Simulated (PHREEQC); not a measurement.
A PHREEQC speciation (ion-association model, phreeqc.dat) at 25 °C gives pH 2.24 and these molalities:

```tsv
species	mol/kgw
Mn+2	0.0656
SO4-2	0.0630
MnSO4	0.0544
HSO4-	0.0126
H+	0.00736
Fe+2	8.00e-5
FeSO4	6.64e-5
FeHSO4+	3.65e-6
```

Question: What are the element totals, and what could have been dissolved in 1 kg of water to give them?

Answer: Several could match; the one computed here: totals Fe(2) 0.000150, Mn(2) 0.120, S(6) 0.130 mol/kgw, from 0.01 mol/kgw H2SO4, 0.00015 mol/kgw FeSO4 and 0.12 mol/kgw MnSO4.

Precipitation was switched off in this run. Complexes and solids missing from the database can't appear.
